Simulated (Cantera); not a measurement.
Feed: 1 mol SiF4, 1.4 mol NH3, equilibrated at 1075 K and 0.00133 bar.

These are equilibrium values from Cantera (NASA tables, ideal gas, pure condensed phases), not measurements of a reactor. Candidate condensed phases: Si, Si3N4; 37 gas species. The tables' values for SiF3 are old estimates; treat these amounts as uncertain. Rates play no part.

Base state: H2 0.551, SiF4 0.262, N2 0.184, HF 0.00164, SiHF3 0.000597, SiF3 0.000366 (mole fractions); condensed: Si3N4(s).

Problem. What changes in the equilibrium state with this change: SiF4 replaced by Si2Cl6?

Solution. 
```json
[
 {"species": "HCl", "before": "0", "after": "0.457"},
 {"species": "H2", "before": "0.551", "after": "0.279"},
 {"species": "SiCl4", "before": "0", "after": "0.244"},
 {"species": "SiF4", "before": "0.262", "after": "0"},
 {"species": "N2", "before": "0.184", "after": "0.0139"},
 {"species": "SiCl3", "before": "0", "after": "0.00408"},
 {"species": "SiHCl3", "before": "0", "after": "0.00185"},
 {"species": "HF", "before": "0.00164", "after": "0"},
 {"species": "SiCl2", "before": "0", "after": "0.00108"},
 {"species": "Si3N4(s), mol", "before": "0.000213", "after": "0.321"}
]
```
The feed counts by its element totals alone. The tables' values for SiCl3 are old estimates; treat these amounts as uncertain. Further candidate phases: NH4Cl.
